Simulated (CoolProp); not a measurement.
The fluid at 519.47 K and 0.181 MPa flows at 0.64 m/s in a round tube of 6 mm bore and 15 µm roughness, fully developed (64/Re and Nu = 3.66 if laminar; Colebrook and Gnielinski if turbulent). The same conditions are run with several fluids, on thermodynamics alone (safety and materials aside).

The numbers come from the reference Helmholtz-energy equation of state of each fluid (methane: Setzmann 1991; n-butane: Bücker 2006; methanol: de Reuck 1993; isobutane: Bücker 2006; dry air: Lemmon 2000) in CoolProp. Blends and air are pseudo-pure fits.

Q: Rank methane, n-butane, methanol, isobutane, dry air by Reynolds number, highest first.

A: isobutane (746), n-butane (741), methanol (304), dry air (167), methane (148)

| fluid | Darcy friction factor | pressure drop (Pa/m) | heat-transfer coefficient (W/(m² K)) | mass flow (kg/h) |
|---|---|---|---|---|
| methane | 0.434 | 9.95 | 44.2 | 0.0438 |
| n-butane | 0.0863 | 7.23 | 28.3 | 0.160 |
| methanol | 0.210 | 9.70 | 25.1 | 0.0880 |
| isobutane | 0.0858 | 7.19 | 28.3 | 0.160 |
| dry air | 0.382 | 15.8 | 25.1 | 0.0790 |

Transport values come from each fluid's own correlations.
